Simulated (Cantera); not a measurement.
Feed: 1 mol HMDSO, 0.31 mol O3, held at 13.3 mbar.

Cantera equilibrium calculation (NASA polynomials, part measured and part estimated; ideal gas, pure solids and liquids). Candidate condensed phases: C, C6H6, C7H8, C8H18, H2O, Si, SiC, SiO2; 123 gas species. The feed counts by its element totals alone. Mutual solubility and eutectic melting of coexisting phases are not modelled. The tables hold silica as quartz up to 1696 K and as liquid above; real silica turns to tridymite and cristobalite and melts near 1996 K. Rates play no part.

log p: log10 of the partial pressure in bar; n: condensed amount in mol.

```tsv
T (K)	log p H2	log p CH4	log p CO	log p H	log p SiO	n C(graphite)	n SiC(s)	n SiO2(α-quartz)	n SiO2(β-quartz)
575	-2.21	-2.14	<-13	<-13	<-13	1.80	1.03	0.965	0
725	-1.90	-3.09	-12.96	<-13	<-13	4.45	1.03	0.965	0
875	-1.88	-4.12	-9.18	-11.24	-13.86	4.91	1.03	0	0.965
1025	-1.88	-4.88	-6.52	-9.30	-10.50	4.96	1.04	0	0.965
1175	-1.88	-5.47	-4.54	-7.85	-8.01	4.93	1.04	0	0.955
1325	-1.91	-5.99	-3.03	-6.74	-6.09	3.94	1.38	0	0.622
1475	-1.96	…	-2.63	…	…	2.08	2.00	0	0
1625	-1.96	…	-2.63	…	…	2.08	1.99	0	0
1775	-1.96	-7.00	-2.63	-4.52	-4.92	2.09	1.99	0	0
1925	-1.96	-7.21	-2.63	-4.00	-4.74	2.09	1.98	0	0
```

**Question.** What belongs in the gaps?

**Answer.** 
- 1475, log p CH4: -6.46
- 1475, log p H: -5.87
- 1475, log p SiO: -5.38
- 1625, log p CH4: -6.75
- 1625, log p H: -5.13
- 1625, log p SiO: -5.13
